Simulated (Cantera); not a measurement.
A Cantera script and its output.

```python
import numpy as np
import cantera as ct

gas = ct.Solution("gri30.yaml")
gas.TPX = 1673, 100000, {'C3H8': 1, 'H2': 63, 'H2O': 0.11}
reactor = ct.IdealGasConstPressureReactor(gas, energy="off", clone=False)
net = ct.ReactorNet([reactor])
net.rtol, net.atol = 1e-08, 1e-18
show = ['C3H8', 'H2', 'CH2', 'CH4', 'C2H2', 'C2H4', 'H']
times = np.geomspace(1e-05, 4, 15)

steps = ct.SolutionArray(gas, extra=["t"])
rows = []
print(f"{'t/s':>10s}{'T/K':>9s}{'P/Pa':>11s}" + "".join(f"{s:>11s}" for s in show))
for t in times:
    while net.time < t:
        t_next = net.step()
        steps.append(gas.state, t=t_next)
    rows.append([np.interp(t, steps.t, y) for y in (steps.T, steps.P, *steps(*show).X.T)])
    print(f"{t:10.3e}{rows[-1][0]:9.1f}{rows[-1][1]:11.4g}" + "".join(f"{x:11.3e}" for x in rows[-1][2:]))
rate = np.gradient(steps.T, steps.t)
print("integrator steps:", len(steps.t))
if steps.T.max() > steps.T[0] + 200:
    print(f"time of steepest temperature rise: {steps.t[rate.argmax()]:.4e} s")
gas.TPX = 1673, 100000, {'C3H8': 1, 'H2': 63, 'H2O': 0.11}
gas.equilibrate("TP")
print(f"equilibrium (TP): T = {gas.T:.1f} K  " + "  ".join(f"{s} {gas[s].X[0]:.3e}" for s in show))
```

Output:

```
       t/s      T/K       P/Pa       C3H8         H2        CH2        CH4       C2H2       C2H4          H
 1.000e-05   1673.0      1e+05  1.808e-03  9.669e-01  1.568e-06  1.420e-02  8.014e-04  1.142e-02  1.695e-03
 2.513e-05   1673.0      1e+05  3.345e-05  9.655e-01  3.721e-07  1.734e-02  3.087e-03  1.086e-02  9.964e-04
 6.314e-05   1673.0      1e+05  2.104e-07  9.660e-01  7.203e-08  1.772e-02  5.228e-03  8.725e-03  4.288e-04
 1.587e-04   1673.0      1e+05  1.040e-08  9.662e-01  1.673e-08  1.786e-02  7.095e-03  6.819e-03  2.023e-04
 3.986e-04   1673.0      1e+05  3.936e-09  9.664e-01  6.642e-09  1.792e-02  8.997e-03  4.867e-03  1.264e-04
 1.002e-03   1673.0      1e+05  1.858e-09  9.664e-01  5.192e-09  1.796e-02  1.116e-02  2.644e-03  1.130e-04
 2.517e-03   1673.0      1e+05  7.562e-10  9.664e-01  5.030e-09  1.798e-02  1.272e-02  1.036e-03  1.126e-04
 6.325e-03   1673.0      1e+05  5.652e-10  9.664e-01  5.005e-09  1.798e-02  1.300e-02  7.552e-04  1.126e-04
 1.589e-02   1673.0      1e+05  5.631e-10  9.665e-01  5.000e-09  1.796e-02  1.301e-02  7.533e-04  1.126e-04
 3.993e-02   1673.0      1e+05  5.621e-10  9.665e-01  4.988e-09  1.791e-02  1.303e-02  7.545e-04  1.126e-04
 1.003e-01   1673.0      1e+05  5.598e-10  9.665e-01  4.963e-09  1.780e-02  1.308e-02  7.568e-04  1.126e-04
 2.521e-01   1673.0      1e+05  5.560e-10  9.666e-01  4.923e-09  1.764e-02  1.314e-02  7.603e-04  1.127e-04
 6.335e-01   1673.0      1e+05  5.520e-10  9.667e-01  4.885e-09  1.749e-02  1.318e-02  7.626e-04  1.127e-04
 1.592e+00   1673.0      1e+05  5.485e-10  9.668e-01  4.866e-09  1.743e-02  1.315e-02  7.607e-04  1.128e-04
 4.000e+00   1673.0      1e+05  5.422e-10  9.670e-01  4.841e-09  1.736e-02  1.305e-02  7.551e-04  1.128e-04
integrator steps: 1036
equilibrium (TP): T = 1673.0 K  C3H8 5.144e-10  H2 9.678e-01  CH2 4.726e-09  CH4 1.705e-02  C2H2 1.260e-02  C2H4 7.297e-04  H 1.128e-04
```

Model: GRI-Mech 3.0 (53 species, 325 reactions), integrated in Cantera. GRI-Mech 3.0 was tuned for natural gas; its chemistry of propane as a main component is partial and can be far from experiment. GRI-Mech 3.0 stops at C3 and has no aromatics, soot or wall deposition, so with more carbon than oxygen in the feed, carbon stays in small species such as C2H2 where larger ones or solid carbon would form.
